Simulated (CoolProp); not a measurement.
Isobutane along the isobar 0.84 MPa: Z from the reference equation and from simpler models built on Tc = 407.8 K, pc = 3.629 MPa, ω = 0.184; each cubic takes its own stable root.

The numbers come from the reference Helmholtz-energy equation of state, Bücker 2006 in CoolProp.

```csv
T (K),phase,reference
400.3,gas,0.9111
406.7,gas,0.9160
413.2,gas,0.9206
419.6,gas,0.9248
426,gas,0.9288
432.5,gas,0.9325
438.9,gas,0.9359
445.3,gas,0.9391
451.8,gas,0.9421
458.2,gas,0.9450
```

How far does each simpler model (Pitzer virial, Soave-Redlich-Kwong) lie from the reference over these 10 states: mean and median of the absolute difference, and the worst?


- Pitzer virial: mean 0.2 %, median 0.2 %, worst +0.4 % at 400.3 K and 0.84 MPa
- Soave-Redlich-Kwong: mean 0.0 %, median 0.0 %, worst +0.0 % at 458.2 K and 0.84 MPa
